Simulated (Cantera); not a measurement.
What does this Cantera script print?

```python
import numpy as np
import cantera as ct

gas = ct.Solution("gri30.yaml")
gas.TPX = 1725, 550000, {'C3H8': 1, 'O2': 2.78, 'N2': 10.4, 'H2': 0.22}
reactor = ct.IdealGasReactor(gas, energy="on", clone=False)
net = ct.ReactorNet([reactor])
net.rtol, net.atol = 1e-08, 1e-16
show = ['C3H8', 'O2', 'CO', 'NO2', 'HCO', 'HCN', 'CH2O']
times = np.geomspace(2e-06, 0.1, 11)

steps = ct.SolutionArray(gas, extra=["t"])
rows = []
print(f"{'t/s':>10s}{'T/K':>9s}{'P/Pa':>11s}" + "".join(f"{s:>11s}" for s in show))
for t in times:
    while net.time < t:
        t_next = net.step()
        steps.append(gas.state, t=t_next)
    rows.append([np.interp(t, steps.t, y) for y in (steps.T, steps.P, *steps(*show).X.T)])
    print(f"{t:10.3e}{rows[-1][0]:9.1f}{rows[-1][1]:11.4g}" + "".join(f"{x:11.3e}" for x in rows[-1][2:]))
rate = np.gradient(steps.T, steps.t)
print("integrator steps:", len(steps.t))
if steps.T.max() > steps.T[0] + 200:
    print(f"time of steepest temperature rise: {steps.t[rate.argmax()]:.4e} s")
gas.TPX = 1725, 550000, {'C3H8': 1, 'O2': 2.78, 'N2': 10.4, 'H2': 0.22}
gas.equilibrate("UV")
print(f"equilibrium (UV): T = {gas.T:.1f} K  " + "  ".join(f"{s} {gas[s].X[0]:.3e}" for s in show))
```

Output:

```
       t/s      T/K       P/Pa       C3H8         O2         CO        NO2        HCO        HCN       CH2O
 2.000e-06   1704.8  5.597e+05  4.308e-02  1.789e-01  2.355e-03  1.321e-11  2.167e-05  1.939e-09  4.164e-03
 5.901e-06   3175.1  1.258e+06  8.282e-18  3.635e-04  1.478e-01  4.702e-08  2.858e-06  1.429e-04  5.055e-07
 1.741e-05   3143.4  1.248e+06  9.474e-31  4.305e-04  1.475e-01  9.967e-08  2.754e-06  5.746e-07  8.139e-08
 5.137e-05   3139.2  1.247e+06  1.017e-30  4.149e-04  1.476e-01  1.542e-07  2.741e-06  8.385e-07  8.165e-08
 1.516e-04   3137.7  1.246e+06  1.046e-30  4.091e-04  1.477e-01  1.741e-07  2.736e-06  9.371e-07  8.176e-08
 4.472e-04   3137.7  1.246e+06  1.046e-30  4.090e-04  1.477e-01  1.744e-07  2.736e-06  9.388e-07  8.176e-08
 1.320e-03   3137.7  1.246e+06  1.046e-30  4.090e-04  1.477e-01  1.744e-07  2.736e-06  9.388e-07  8.176e-08
 3.893e-03   3137.7  1.246e+06  1.046e-30  4.090e-04  1.477e-01  1.744e-07  2.736e-06  9.388e-07  8.176e-08
 1.149e-02   3137.7  1.246e+06  1.046e-30  4.090e-04  1.477e-01  1.744e-07  2.736e-06  9.388e-07  8.176e-08
 3.389e-02   3137.7  1.246e+06  1.046e-30  4.090e-04  1.477e-01  1.744e-07  2.736e-06  9.388e-07  8.176e-08
 1.000e-01   3137.7  1.246e+06  1.046e-30  4.090e-04  1.477e-01  1.744e-07  2.736e-06  9.388e-07  8.176e-08
integrator steps: 1534
time of steepest temperature rise: 4.7236e-06 s
equilibrium (UV): T = 3137.7 K  C3H8 1.443e-30  O2 4.090e-04  CO 1.477e-01  NO2 1.744e-07  HCO 2.736e-06  HCN 9.388e-07  CH2O 8.176e-08
```

Model: GRI-Mech 3.0 (53 species, 325 reactions), integrated in Cantera. GRI-Mech 3.0 was tuned for natural gas; its chemistry of propane as a main component is partial and can be far from experiment. Above 3000 K some thermodynamic fits are extrapolated.
